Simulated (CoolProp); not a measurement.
Vapour-liquid equilibrium of n-octane (1) + ethylbenzene (2) at 358.7 K; x and y are mole fractions of (1).

The numbers come from the multi-fluid Helmholtz-energy mixture model, Beckmüller 2019 and Zhou 2012; pair parameters Bell 2016 in CoolProp.

```json
[
 {"x": "0.05", "bubble pressure (MPa)": "0.02148", "y at the bubble point": "0.085", "dew pressure at overall composition x (MPa)": "0.02113", "liquid density (mol/L)": "7.488"},
 {"x": "0.2", "bubble pressure (MPa)": "0.02355", "y at the bubble point": "0.289", "dew pressure at overall composition x (MPa)": "0.02264", "liquid density (mol/L)": "7.131"},
 {"x": "0.35", "bubble pressure (MPa)": "0.02515", "y at the bubble point": "0.445", "dew pressure at overall composition x (MPa)": "0.02419", "liquid density (mol/L)": "6.803"},
 {"x": "0.5", "bubble pressure (MPa)": "0.02640", "y at the bubble point": "0.578", "dew pressure at overall composition x (MPa)": "0.02568", "liquid density (mol/L)": "6.504"},
 {"x": "0.65", "bubble pressure (MPa)": "0.02735", "y at the bubble point": "0.701", "dew pressure at overall composition x (MPa)": "0.02698", "liquid density (mol/L)": "6.229"},
 {"x": "0.8", "bubble pressure (MPa)": "0.02806", "y at the bubble point": "0.824", "dew pressure at overall composition x (MPa)": "0.02794", "liquid density (mol/L)": "5.976"},
 {"x": "0.95", "bubble pressure (MPa)": "0.02851", "y at the bubble point": "0.954", "dew pressure at overall composition x (MPa)": "0.02850", "liquid density (mol/L)": "5.744"}
]
```

No azeotrope shows between x = 0.05 and 0.95.

Pair parameters are fitted to limited data, so mixtures are less certain than the pure fluids.
